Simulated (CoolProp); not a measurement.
Saturated liquid density (kg/m³) of methane: the reference equation beside estimates from Tc = -82.6 °C, pc = 45.99 bar, ω = 0.011. Rackett uses Z = 0.29056 − 0.08775 ω.

Values from CoolProp's reference Helmholtz-energy equation of state, Setzmann 1991.

```csv
T (°C),reference,Rackett,van der Waals,Redlich-Kwong,Peng-Robinson
-169.05,433.2,432.3,297.2,439.8,488.2
-159.95,420.1,419.2,288.2,424.6,472.5
-150.85,406.4,405.3,278.6,407.9,455.1
-141.75,391.7,390.6,268.2,389.6,435.9
-132.65,376.0,374.8,256.8,369.4,414.2
-123.55,358.7,357.5,244.3,346.8,389.8
-114.55,339.5,338.5,230.2,321.5,361.8
-105.45,317.0,316.3,213.7,291.8,328.4
-96.35,288.7,288.7,193.3,255.5,286.9
-87.25,245.6,247.1,164.0,204.7,227.5
```

Absolute difference from the reference over all 10 rows, mean and median: Rackett 0.3 and 0.3 %, van der Waals 32.0 and 31.8 %, Redlich-Kwong 5.0 and 2.5 %, Peng-Robinson 8.5 and 9.4 %.
